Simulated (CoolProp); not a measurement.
Vapour-liquid equilibrium of C2F6 (R116) (1) + R143a (2) at 196.1 K; x and y are mole fractions of (1).

Computed with CoolProp (multi-fluid Helmholtz-energy mixture model, Lemmon 2006 and Lemmon and Jacobsen 2000; pair parameters Bell 2016).

| x | bubble pressure (kPa) | y at the bubble point | dew pressure at overall composition x (kPa) | liquid density (mol/L) |
|---|---|---|---|---|
| 0.05 | 36.39 | 0.493 | 20.13 | 14.60 |
| 0.15 | 61.33 | 0.720 | 22.40 | 14.19 |
| 0.25 | 76.74 | 0.791 | 25.24 | 13.80 |
| 0.35 | 85.95 | 0.824 | 28.90 | 13.42 |
| 0.45 | 91.46 | 0.843 | 33.77 | 13.07 |
| 0.55 | 95.05 | 0.856 | 40.58 | 12.74 |
| 0.65 | 97.91 | 0.869 | 50.72 | 12.44 |
| 0.75 | 100.7 | 0.886 | 67.09 | 12.16 |
| 0.85 | 103.7 | 0.912 | 93.51 | 11.91 |
| 0.95 | 106.4 | 0.961 | 106.0 | 11.69 |

No azeotrope shows between x = 0.05 and 0.95.

The pair parameters rest on a limited set of measurements; away from them the model extrapolates. With so large a gap from Raoult's law the liquid may split in two, which this calculation doesn't test in full.
